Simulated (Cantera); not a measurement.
**Transport properties of process gases**

Gas mixture: 23.2 % CH₄, 20.3 % CH₃OH, 27.5 % NH₃, 29.0 % C₃H₈, at 2670 Pa, frozen composition.

Cantera's kinetic-theory transport with the Lennard-Jones parameters of GRI-Mech 3.0, ideal gas; thermal conductivity in the multicomponent form. Polar gases are described roughly by these parameters. The composition is frozen, though it would react at the higher temperatures.

```json
[
 {"T (K)": "400", "ρ (kg/m³)": "0.0222", "cp (J/kg/K)": "2085", "μ (µPa s)": "12.7", "λ (mW/m/K)": "36.7", "Pr": "0.722", "D (cm²/s) NO": "10.4", "D (cm²/s) OH": "16.0", "D (cm²/s) NH₃": "9.75"},
 {"T (K)": "650", "ρ (kg/m³)": "0.0137", "cp (J/kg/K)": "2876", "μ (µPa s)": "19.7", "λ (mW/m/K)": "76.5", "Pr": "0.739", "D (cm²/s) NO": "24.6", "D (cm²/s) OH": "37.6", "D (cm²/s) NH₃": "24.8"},
 {"T (K)": "900", "ρ (kg/m³)": "0.00987", "cp (J/kg/K)": "3463", "μ (µPa s)": "25.7", "λ (mW/m/K)": "119", "Pr": "0.746", "D (cm²/s) NO": "43.0", "D (cm²/s) OH": "65.6", "D (cm²/s) NH₃": "45.1"},
 {"T (K)": "1150", "ρ (kg/m³)": "0.00772", "cp (J/kg/K)": "3898", "μ (µPa s)": "31.0", "λ (mW/m/K)": "162", "Pr": "0.747", "D (cm²/s) NO": "65.2", "D (cm²/s) OH": "99.2", "D (cm²/s) NH₃": "69.8"},
 {"T (K)": "1400", "ρ (kg/m³)": "0.00634", "cp (J/kg/K)": "4221", "μ (µPa s)": "35.9", "λ (mW/m/K)": "203", "Pr": "0.747", "D (cm²/s) NO": "90.8", "D (cm²/s) OH": "138", "D (cm²/s) NH₃": "98.6"},
 {"T (K)": "1650", "ρ (kg/m³)": "0.00538", "cp (J/kg/K)": "4471", "μ (µPa s)": "40.3", "λ (mW/m/K)": "241", "Pr": "0.747", "D (cm²/s) NO": "120", "D (cm²/s) OH": "182", "D (cm²/s) NH₃": "131"},
 {"T (K)": "1900", "ρ (kg/m³)": "0.00467", "cp (J/kg/K)": "4664", "μ (µPa s)": "44.5", "λ (mW/m/K)": "278", "Pr": "0.747", "D (cm²/s) NO": "151", "D (cm²/s) OH": "230", "D (cm²/s) NH₃": "167"},
 {"T (K)": "2150", "ρ (kg/m³)": "0.00413", "cp (J/kg/K)": "4811", "μ (µPa s)": "48.4", "λ (mW/m/K)": "312", "Pr": "0.746", "D (cm²/s) NO": "186", "D (cm²/s) OH": "282", "D (cm²/s) NH₃": "206"}
]
```
D: mixture-averaged diffusion coefficient of that species in the mixture.
